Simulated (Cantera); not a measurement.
A perfectly stirred reactor is fed with CH3OH : O2 : N2 = 1 : 1.1 : 5.7 (molar parts), at 101000 Pa; it is adiabatic with a 473 K inlet, and is followed from long to short residence time, starting on the burning branch (τ in s: 0.15, 0.07, 0.032, 0.014, 0.0066, 0.003, 0.0014, 0.00062, 0.00028, 0.00013, 5.8e-05, 2.6e-05, 1.2e-05).

Detailed kinetics in Cantera: GRI-Mech 3.0 (53 species, 325 reactions). GRI-Mech 3.0 was tuned for natural gas; its chemistry of methanol as a main component is partial and can be far from experiment.

Problem. Predict: blow-out, bracketed by the residence times tried; x(CH3OH) at τ = 0.150 s; x(O2) at τ = 0.150 s; x(C2H2) at τ = 0.150 s; x(HO2) at τ = 0.150 s; x(CH3OH) at τ = 1.40 ms; x(O2) at τ = 1.40 ms; x(C2H2) at τ = 1.40 ms; x(HO2) at τ = 1.40 ms; x(C2H4) at τ = 1.40 ms.

Solution. 
| Property | Value |
|---|---|
| blow-out, bracketed by the residence times tried | burning at 0.280 ms, out at 0.130 ms |
| x(CH3OH) at τ = 0.150 s | 1.33e-6 |
| x(O2) at τ = 0.150 s | 9.04e-5 |
| x(C2H2) at τ = 0.150 s | 1.41e-9 |
| x(HO2) at τ = 0.150 s | 4.93e-8 |
| x(CH3OH) at τ = 1.40 ms | 3.13e-5 |
| x(O2) at τ = 1.40 ms | 0.00202 |
| x(C2H2) at τ = 1.40 ms | 2.30e-7 |
| x(HO2) at τ = 1.40 ms | 1.40e-6 |
| x(C2H4) at τ = 1.40 ms | 2.27e-8 |
